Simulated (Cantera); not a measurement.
An isothermal, constant-pressure homogeneous reactor starts with H2 : O2 = 0.19 : 1 (molar parts), at 1425 K and 1.43 Torr. Integrator tolerance rtol = 1e-08.

Computed with Cantera and the H2/O2 subset of GRI-Mech 3.0, which has no nitrogen chemistry. Radical loss at walls, strong at low pressure, is not modelled. The temperature is held fixed by assumption; the heat of reaction is taken as removed at once.

Question: What does this change do: pressure from 1.43 Torr to 1.80 Torr?

Answer: 
```json
[
 {"quantity": "x(H2) at 20.0 s", "before": "4.62e-5 (gas-phase equilibrium 2.90e-6)", "after": "2.10e-5 (gas-phase equilibrium 2.58e-6)"},
 {"quantity": "x(O2) at 20.0 s", "before": "0.825 (gas-phase equilibrium 0.826)", "after": "0.826 (gas-phase equilibrium 0.826)"},
 {"quantity": "x(H2O) at 20.0 s", "before": "0.173 (gas-phase equilibrium 0.173)", "after": "0.173 (gas-phase equilibrium 0.173)"},
 {"quantity": "x(OH) at 20.0 s", "before": "0.00140 (gas-phase equilibrium 0.000351)", "after": "0.000942 (gas-phase equilibrium 0.000331)"},
 {"quantity": "x(H) at 20.0 s", "before": "1.71e-5 (gas-phase equilibrium 2.68e-7)", "after": "5.22e-6 (gas-phase equilibrium 2.25e-7)"},
 {"quantity": "x(HO2) at 20.0 s", "before": "6.96e-8 (gas-phase equilibrium 8.48e-8)", "after": "6.21e-8 (gas-phase equilibrium 9.00e-8)"}
]
```

Question: What does this change do: pressure from 1.43 Torr to 10.00 Torr?

Answer: 
```json
[
 {"quantity": "x(H2) at 20.0 s", "before": "4.62e-5 (gas-phase equilibrium 2.90e-6)", "after": "1.10e-6 (gas-phase equilibrium 1.10e-6)"},
 {"quantity": "x(O2) at 20.0 s", "before": "0.825 (gas-phase equilibrium 0.826)", "after": "0.826 (gas-phase equilibrium 0.826)"},
 {"quantity": "x(H2O) at 20.0 s", "before": "0.173 (gas-phase equilibrium 0.173)", "after": "0.173 (gas-phase equilibrium 0.173)"},
 {"quantity": "x(OH) at 20.0 s", "before": "0.00140 (gas-phase equilibrium 0.000351)", "after": "0.000215 (gas-phase equilibrium 0.000215)"},
 {"quantity": "x(H) at 20.0 s", "before": "1.71e-5 (gas-phase equilibrium 2.68e-7)", "after": "6.23e-8 (gas-phase equilibrium 6.23e-8)"},
 {"quantity": "x(HO2) at 20.0 s", "before": "6.96e-8 (gas-phase equilibrium 8.48e-8)", "after": "1.38e-7 (gas-phase equilibrium 1.38e-7)"}
]
```
